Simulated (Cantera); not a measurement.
**Ignition delay**

Mixture: C3H8 : O2 : N2 = 1 : 8.2 : 30.8 (molar parts), equivalence ratio 0.61, at 1.00 bar, adiabatic and at constant pressure. Ignition delay is the time to a rise of 400 K.

Computed with Cantera and GRI-Mech 3.0 (53 species, 325 reactions). GRI-Mech 3.0 was tuned for natural gas; its chemistry of propane as a main component is partial and can be far from experiment.

| T0 (K) | delay (ms) |
|---|---|
| 1300 | 0.925 |
| 1375 | 0.302 |
| 1450 | 0.122 |
| 1525 | 0.0600 |
| 1600 | 0.0343 |
| 1675 | 0.0221 |
| 1750 | 0.0155 |
| 1825 | 0.0116 |

* **apparent activation energy between 1675 and 1825 K**: 110 kJ/mol
